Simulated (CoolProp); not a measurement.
Vapour-liquid equilibrium of R22 (1) + n-hexane (2) at 4.25 °C; x and y are mole fractions of (1).

The numbers come from the multi-fluid Helmholtz-energy mixture model, Kamei 1995 and Thol 2019; pair parameters Bell 2016 in CoolProp.

### Question
Give the bubble pressure and the first vapour's composition at x = 0.125, 0.2, 0.65. Is there an azeotrope?

### Answer
x = 0.125: 1.155 bar, y = 0.939; x = 0.2: 1.735 bar, y = 0.961; x = 0.65: 4.042 bar, y = 0.989. No azeotrope shows between x = 0.05 and 0.95.

The pair parameters rest on a limited set of measurements; away from them the model extrapolates.
